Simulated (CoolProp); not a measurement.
Properties of nitrogen along the isotherm 109.6 K (Tc = 126.2 K, pc = 3.396 MPa, ω = 0.037).

Values from CoolProp's reference Helmholtz-energy equation of state, Span 2000.

```csv
p (MPa),phase,Joule-Thomson coefficient (K/MPa),isothermal compressibility (1/MPa),fugacity coefficient
2.26,liquid,0.2184,0.01642,0.5202
4.53,liquid,0.05524,0.01186,0.2892
6.79,liquid,-0.04702,0.009444,0.2143
9.06,liquid,-0.1195,0.007904,0.1781
11.3,liquid,-0.1733,0.006842,…
13.6,liquid,-0.2167,…,0.1450
15.8,liquid,-0.2503,0.005432,0.1373
18.1,liquid,-0.2794,0.004929,0.1323
20.4,liquid,…,0.004518,…
22.6,liquid,-0.3238,0.004188,0.1281
24.9,liquid,-0.3418,0.003895,0.1279
27.2,liquid,-0.3575,0.003643,0.1287
29.4,liquid,-0.3707,0.003433,0.1302
31.7,liquid,-0.3830,0.003239,0.1326
34,liquid,-0.3939,0.003067,0.1356
```

### Question
What belongs in the gaps?

### Answer

- 11.3, fugacity coefficient: 0.1578
- 13.6, isothermal compressibility (1/MPa): 0.006033
- 20.4, Joule-Thomson coefficient (K/MPa): -0.3038
- 20.4, fugacity coefficient: 0.1294
